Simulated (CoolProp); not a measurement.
o-xylene along the isotherm 258.15 °C: fugacity coefficient from the reference equation and from simpler models built on Tc = 357.1 °C, pc = 3737 kPa, ω = 0.312; each cubic takes its own stable root.

Model: reference Helmholtz-energy equation of state, Zhou 2012, in CoolProp.

```tsv
p (kPa)	phase	reference
849	gas	0.8501
1700	liquid	0.4981
2550	liquid	0.3428
3400	liquid	0.2653
4250	liquid	0.2190
5100	liquid	0.1883
5950	liquid	0.1665
6800	liquid	0.1502
7640	liquid	0.1378
8490	liquid	0.1279
9340	liquid	0.1198
```

How far does each simpler model (van der Waals, Redlich-Kwong, Soave-Redlich-Kwong, Peng-Robinson) lie from the reference over these 11 states: mean and median of the absolute difference, and the worst?


- van der Waals: mean 75.3 %, median 81.3 %, worst +99.2 % at 258.15 °C and 9340 kPa
- Redlich-Kwong: mean 29.2 %, median 31.5 %, worst +35.4 % at 258.15 °C and 9340 kPa
- Soave-Redlich-Kwong: mean 6.2 %, median 6.4 %, worst +8.7 % at 258.15 °C and 9340 kPa
- Peng-Robinson: mean 1.8 %, median 1.9 %, worst +2.1 % at 258.15 °C and 9340 kPa

At some of these states van der Waals gives the other phase, because its saturation line lies elsewhere.
